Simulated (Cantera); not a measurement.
Cantera with NASA thermochemical tables; ideal gases at 1 bar, condensed phases pure. Values are per mole of reaction as written; species without (g) are pure solids or liquids, kept so even where they would boil at 1 bar.

**Question.** Between 300 and 1773 K, where is each reaction favourable under standard conditions?
- 2 Cr2N + 3 H2(g) ⇌ 2 NH3(g) + 4 Cr
- Cr2N ⇌ 2 Cr + N(g)

**Answer.** 
- 2 Cr2N + 3 H2(g) ⇌ 2 NH3(g) + 4 Cr: ΔG° is 172 kJ at 300 K and 309 kJ at 1773 K; it stays positive (K < 1). ΔH° is 117 kJ and ΔS° -108 J/K at 1773 K.
- Cr2N ⇌ 2 Cr + N(g): ΔG° is 558 kJ at 300 K and 363 kJ at 1773 K; it stays positive (K < 1). ΔH° is 594 kJ and ΔS° 130 J/K at 1773 K.
